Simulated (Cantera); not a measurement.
Input: 1 mol Zr, a varied amount of N2, 26 mol H2, held at 2573.15 K and 133 Pa.

Cantera equilibrium calculation (NASA polynomials, part measured and part estimated; ideal gas, pure solids and liquids). Candidate condensed phases: Zr, ZrN; 11 gas species. Condensed phases not in the tables: N, O or C dissolved in the metal. Equilibrium is a limit: real reactors are often held back by kinetics, nucleation or transport.

### Question
At 0.11 mol N2, list the 4 most abundant gas species with their mole fractions, and the condensed phases.

### Answer
H 0.594, H2 0.398, Zr 0.00459, N2 0.00294. Condensed: Zr(l).
